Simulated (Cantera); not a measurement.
A freely propagating, adiabatic, planar premixed flame of H₂ : O₂ : N₂ = 1 : 0.5 : 1.88 (molar parts), equivalence ratio 1.0, unburnt at 600 K and 9.47 atm; mixture-averaged transport, grid criteria slope 0.08 and curve 0.16, no radiation.

Detailed kinetics in Cantera: the H2/O2 subset of GRI-Mech 3.0, which has no nitrogen chemistry. The hydrogen kinetics of GRI-Mech 3.0 are dated; newer H2 mechanisms differ, most at raised pressure. Burning velocities carry a grid error of a few per cent, more on coarse grids.

Q: How do the results move with these cheaper or finer settings: unity-Lewis-number transport; multicomponent transport; multicomponent+Soret transport; grid criteria slope 0.5, curve 1; grid criteria slope 0.25, curve 0.5; grid criteria slope 0.03, curve 0.06?

A: 
```json
[
 {"setting": "as above", "laminar burning velocity": "609 cm/s", "thermal thickness": "0.0267 mm", "peak x(O)": "0.00666", "peak x(H)": "0.0232", "grid points": "105"},
 {"setting": "unity-Lewis-number transport", "laminar burning velocity": "495 cm/s", "thermal thickness": "0.0231 mm", "peak x(O)": "0.00741", "peak x(H)": "0.0315", "grid points": "103"},
 {"setting": "multicomponent transport", "laminar burning velocity": "602 cm/s", "thermal thickness": "0.0264 mm", "peak x(O)": "0.00664", "peak x(H)": "0.0231", "grid points": "105"},
 {"setting": "multicomponent+Soret transport", "laminar burning velocity": "554 cm/s", "thermal thickness": "0.0262 mm", "peak x(O)": "0.00654", "peak x(H)": "0.0215", "grid points": "105"},
 {"setting": "grid criteria slope 0.5, curve 1", "laminar burning velocity": "713 cm/s", "thermal thickness": "0.0339 mm", "peak x(O)": "0.00730", "peak x(H)": "0.0236", "grid points": "37"},
 {"setting": "grid criteria slope 0.25, curve 0.5", "laminar burning velocity": "629 cm/s", "thermal thickness": "0.0287 mm", "peak x(O)": "0.00676", "peak x(H)": "0.0234", "grid points": "49"},
 {"setting": "grid criteria slope 0.03, curve 0.06", "laminar burning velocity": "601 cm/s", "thermal thickness": "0.0261 mm", "peak x(O)": "0.00659", "peak x(H)": "0.0231", "grid points": "246"}
]
```
Unity Lewis numbers drop preferential diffusion, which matters most where H2 and H carry the flame; Soret adds thermal diffusion.
